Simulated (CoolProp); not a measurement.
Vapour pressure (MPa) of R21: the reference equation beside estimates from Tc = 179.6 °C, pc = 5.289 MPa, ω = 0.206. Clausius-Clapeyron is anchored at 36.35 °C with a constant enthalpy of vaporisation of 23.01 kJ/mol.

Values from CoolProp's reference Helmholtz-energy equation of state, Platzer 1990. This equation is an older, rougher fit; its heat capacities, sound speeds and derivatives of the liquid may be far off and weren't checked against measurements.

| T (°C) | reference | Lee-Kesler | Clausius-Clapeyron | Soave-Redlich-Kwong | Peng-Robinson |
|---|---|---|---|---|---|
| -4.85 | 0.05766 | (withheld) | (withheld) | 0.05722 | 0.05860 |
| 5.45 | 0.08860 | (withheld) | 0.09795 | 0.08786 | (withheld) |
| 15.75 | (withheld) | 0.1300 | 0.1396 | 0.1303 | 0.1315 |
| 26.05 | 0.1889 | 0.1872 | 0.1941 | 0.1874 | 0.1881 |
| 36.35 | 0.2640 | 0.2623 | 0.2640 | 0.2622 | 0.2621 |
| 46.75 | 0.3612 | 0.3594 | 0.3531 | 0.3593 | 0.3578 |
| 57.05 | (withheld) | 0.4802 | 0.4624 | 0.4803 | (withheld) |
| 67.35 | 0.6305 | 0.6291 | 0.5958 | 0.6299 | 0.6241 |

**Question.** Fill in the missing entries.

**Answer.** 
- -4.85, Lee-Kesler: 0.05679
- -4.85, Clausius-Clapeyron: 0.06690
- 5.45, Lee-Kesler: 0.08744
- 5.45, Peng-Robinson: 0.08928
- 15.75, reference: 0.1314
- 57.05, reference: 0.4819
- 57.05, Peng-Robinson: 0.4769

Absolute difference from the reference over all 8 rows, mean and median: Lee-Kesler 0.8 and 0.8 %, Clausius-Clapeyron 5.9 and 4.8 %, Soave-Redlich-Kwong 0.6 and 0.7 %, Peng-Robinson 0.8 and 0.9 %.
